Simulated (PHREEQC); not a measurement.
A solution holds 0.25 mol/kgw KOH, 2.2e-06 mol/kgw H4SiO4 and 0.087 mol/kgw K2CO3, at 25 °C. Closed to the air; pH follows from the charge balance.

Model: ion-association model, phreeqc.dat, run in PHREEQC.

Precipitation was switched off in this run.

**Question.** What pH, density does the model give?

**Answer.** pH 13.20; density 1.020 g/cm³.

**Question.** In which forms is Si present?

**Answer.** H2SiO4-2 75 %, H3SiO4- 25 % of the Si.
